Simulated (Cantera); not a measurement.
A freely propagating, adiabatic, planar premixed flame of H2 : O2 : N2 = 1 : 0.294 : 1.11 (molar parts), unburnt at 525 K and 0.276 atm; mixture-averaged transport, grid criteria slope 0.08 and curve 0.16, no radiation.

Computed with Cantera and the H2/O2 subset of GRI-Mech 3.0, which has no nitrogen chemistry. Burning velocities carry a grid error of a few per cent, more on coarse grids.

x: mole fraction of selected species; z is measured from the peak of heat release.

```json
[
 {"z (mm)": "-6.75", "T (K)": "525", "u (m/s)": "6.24", "x H2": "0.416", "x O2": "0.122", "x O": "<1e-8", "x HO2": "<1e-8", "x H2O2": "<1e-8", "x H2O": "<1e-8"},
 {"z (mm)": "-4.50", "T (K)": "525", "u (m/s)": "6.24", "x H2": "0.416", "x O2": "0.122", "x O": "<1e-8", "x HO2": "<1e-8", "x H2O2": "<1e-8", "x H2O": "<1e-8"},
 {"z (mm)": "-3.38", "T (K)": "525", "u (m/s)": "6.24", "x H2": "0.416", "x O2": "0.122", "x O": "<1e-8", "x HO2": "<1e-8", "x H2O2": "<1e-8", "x H2O": "<1e-8"},
 {"z (mm)": "-2.25", "T (K)": "525", "u (m/s)": "6.24", "x H2": "0.416", "x O2": "0.122", "x O": "<1e-8", "x HO2": "2.23e-7", "x H2O2": "<1e-8", "x H2O": "1.43e-8"},
 {"z (mm)": "-1.13", "T (K)": "537", "u (m/s)": "6.37", "x H2": "0.414", "x O2": "0.122", "x O": "8.56e-6", "x HO2": "0.000110", "x H2O2": "1.76e-6", "x H2O": "0.000620"},
 {"z (mm)": "-0.563", "T (K)": "719", "u (m/s)": "8.38", "x H2": "0.386", "x O2": "0.117", "x O": "0.000232", "x HO2": "6.49e-5", "x H2O2": "3.68e-6", "x H2O": "0.0157"},
 {"z (mm)": "0", "T (K)": "1135", "u (m/s)": "12.9", "x H2": "0.255", "x O2": "0.0721", "x O": "0.00480", "x HO2": "2.34e-5", "x H2O2": "7.11e-7", "x H2O": "0.112"},
 {"z (mm)": "0.563", "T (K)": "1407", "u (m/s)": "15.8", "x H2": "0.149", "x O2": "0.0130", "x O": "0.00555", "x HO2": "4.08e-6", "x H2O2": "5.87e-7", "x H2O": "0.224"},
 {"z (mm)": "1.13", "T (K)": "1513", "u (m/s)": "16.9", "x H2": "0.139", "x O2": "[?]", "x O": "[?]", "x HO2": "[?]", "x H2O2": "[?]", "x H2O": "0.242"},
 {"z (mm)": "2.25", "T (K)": "1630", "u (m/s)": "18.0", "x H2": "0.146", "x O2": "0.00298", "x O": "0.00387", "x HO2": "7.83e-7", "x H2O2": "3.34e-7", "x H2O": "0.247"},
 {"z (mm)": "4.50", "T (K)": "1760", "u (m/s)": "19.3", "x H2": "0.155", "x O2": "[?]", "x O": "[?]", "x HO2": "[?]", "x H2O2": "[?]", "x H2O": "0.250"},
 {"z (mm)": "9.00", "T (K)": "1898", "u (m/s)": "20.6", "x H2": "0.164", "x O2": "0.00158", "x O": "0.00230", "x HO2": "3.61e-7", "x H2O2": "1.04e-7", "x H2O": "0.255"},
 {"z (mm)": "18.0", "T (K)": "2026", "u (m/s)": "21.7", "x H2": "0.171", "x O2": "0.000945", "x O": "0.00144", "x HO2": "2.25e-7", "x H2O2": "5.35e-8", "x H2O": "0.261"}
]
```

Question: What belongs in the gaps?

Answer: 
- 1.13, x O2: 0.00438
- 1.13, x O: 0.00437
- 1.13, x HO2: 1.28e-6
- 1.13, x H2O2: 4.64e-7
- 4.50, x O2: 0.00231
- 4.50, x O: 0.00320
- 4.50, x HO2: 5.52e-7
- 4.50, x H2O2: 1.99e-7
